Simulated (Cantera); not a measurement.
Input (Python, Cantera) and output of one run.

```python
import numpy as np
import cantera as ct

gas_names = """
    O2 Br2
""".split()
cond_names = """
    Mg(L) MgBr2(L) MgO(s)
""".split()


# ... load() reads the species with a 1 bar reference pressure and builds the phases ...
species = {s.name: s for s in load("nasa_gas.yaml", gas_names) + load("nasa_condensed.yaml", cond_names)}
T = 1175
g = {n: (s.thermo.h(T) - T * s.thermo.s(T)) / (ct.gas_constant * T * np.log(10)) for n, s in species.items()}
valid = cond_names  # the entries whose range holds T


def stable(la, lb):
    # potentials (over RT ln 10) of the two non-metals from log10 p(O2) and log10 p(Br2) in bar
    mu = {}
    mu["O"] = (g["O2"] + la) / 2
    mu["Br"] = (g["Br2"] + lb) / 2
    cost = {}
    for n in valid:
        c = species[n].composition
        cost[n] = (g[n] - sum(c.get(e, 0) * m for e, m in mu.items())) / c["Mg"]
    return min(cost, key=cost.get)


results = []
for lb in [0, -1.4, -2.7, -4.1, -5.4, -6.8, -8.1, -9.5, -10.9, -12.2, -13.6, -14.9, -16.3, -17.6, -19]:
    row = [stable(la, lb) for la in [-25, -23.4, -21.9, -20.3, -18.8, -17.2, -15.6, -14.1, -12.5, -10.9, -9.4, -7.8, -6.2, -4.7, -3.1, -1.6, 0]]
    results.append(row)
    print(f"{lb:6.1f}  " + " ".join(f"{valid.index(n):x}" for n in row))
print("key: " + ", ".join(f"{i:x} {n}" for i, n in enumerate(valid)))
```

It prints:

```
   0.0  1 1 1 1 1 1 1 1 1 1 1 2 2 2 2 2 2
  -1.4  1 1 1 1 1 1 1 1 1 1 2 2 2 2 2 2 2
  -2.7  1 1 1 1 1 1 1 1 2 2 2 2 2 2 2 2 2
  -4.1  1 1 1 1 1 1 2 2 2 2 2 2 2 2 2 2 2
  -5.4  1 1 1 1 2 2 2 2 2 2 2 2 2 2 2 2 2
  -6.8  1 1 1 2 2 2 2 2 2 2 2 2 2 2 2 2 2
  -8.1  1 2 2 2 2 2 2 2 2 2 2 2 2 2 2 2 2
  -9.5  2 2 2 2 2 2 2 2 2 2 2 2 2 2 2 2 2
 -10.9  2 2 2 2 2 2 2 2 2 2 2 2 2 2 2 2 2
 -12.2  2 2 2 2 2 2 2 2 2 2 2 2 2 2 2 2 2
 -13.6  2 2 2 2 2 2 2 2 2 2 2 2 2 2 2 2 2
 -14.9  2 2 2 2 2 2 2 2 2 2 2 2 2 2 2 2 2
 -16.3  2 2 2 2 2 2 2 2 2 2 2 2 2 2 2 2 2
 -17.6  2 2 2 2 2 2 2 2 2 2 2 2 2 2 2 2 2
 -19.0  2 2 2 2 2 2 2 2 2 2 2 2 2 2 2 2 2
key: 0 Mg(L), 1 MgBr2(L), 2 MgO(s)
```

Source: NASA polynomial tables (part measured, part estimated), evaluated in Cantera. Not in the tables: oxide halides.
